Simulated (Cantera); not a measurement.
Cantera run:

```python
import numpy as np
import cantera as ct

gas_names = [...]  # 109 gases of nasa_gas.yaml made of C, Cl, H, Si
cond_names = """
    C(gr) C6H6(L) C7H8(L) C8H18(L),n-octa Si(cr) Si(L) SiC(b)
""".split()


# ... load() reads the species with a 1 bar reference pressure and builds the phases ...
atoms = {
    'SiHCl3': {'Si': 1, 'H': 1, 'CL': 3},
    'C2H4': {'C': 2, 'H': 4},
    'H2': {'H': 2},
}
top_T = {'C(gr)': 4500, 'SiC(b)': 3050}  # K; cautious upper limits of use, not melting points


# ... equilibrate(T, P, feed) seeds the gas with the atoms and calls Mixture.equilibrate('TP', solver="vcs", rtol=1e-11, max_steps=5000) ...
results = []
feed = {'SiHCl3': 1, 'C2H4': 0.044, 'H2': 410}  # mol
T = 1998  # K
P = 930  # Pa
mix = equilibrate(T, P, feed)
results.append((T, P, feed, dict(zip(mix.species_names, mix.species_moles))))
x = sorted(zip(gas.X, gas.species_names), reverse=True)
print(f"T = {T:g} K  P = {P:g} Pa  gas = {mix.phase_moles(0):.4g} mol")
print("   x: " + "  ".join(f"{s} {v:.3e}" for v, s in x if v > 1e-05))
print("   condensed (mol): " + ("  ".join(f"{mix.phase(i).name} {mix.phase_moles(i):.4g}"
      for i in range(1, mix.n_phases) if mix.phase_moles(i) > 1e-12) or "none"))
```

Result:

```
T = 1998 K  P = 930 Pa  gas = 416.4 mol
   x: H2 9.743e-01  H 1.642e-02  HCL 6.979e-03  Si 1.894e-03  SiH 1.229e-04  CL 8.762e-05  Si2C 5.149e-05  SiCL2 4.971e-05  SiH2 4.237e-05  SiCL 3.877e-05  C2H2,acetylene 1.275e-05
   condensed (mol): SiC(b) 0.05454
```

Cantera equilibrium calculation (NASA polynomials, part measured and part estimated; ideal gas, pure solids and liquids). The tables' values for SiCl are old estimates; treat these amounts as uncertain. Gases not in the tables: Si2H6 and higher silanes.
